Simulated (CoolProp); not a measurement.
A simple Rankine cycle with vinyl chloride: condensing at 323.15 K, boiler at 3.06 MPa, turbine inlet 403.6 K, turbine efficiency 0.7, pump efficiency 0.7, no recuperator. Each further row changes one setting.

Computed with CoolProp (reference Helmholtz-energy equation of state, Thol 2022).

| case | thermal efficiency (%) | net work (kJ/kg) | heat in (kJ/kg) | turbine exit temperature (K) | volume ratio over the turbine |
|---|---|---|---|---|---|
| as stated | 9.6 | 32.8 | 341 | 332.8 | 3.95 |
| turbine inlet 423.6 K | 10.0 | 37.0 | 370 | 356.4 | 3.84 |
| condensing temperature 315.15 K | 10.7 | 38.0 | 354 | 324.4 | 4.80 |
| boiler pressure 2.14 MPa | 7.8 | 28.1 | 361 | 356.5 | 2.66 |
| turbine efficiency 0.6 | 8.1 | 27.6 | 341 | 337.8 | 4.03 |
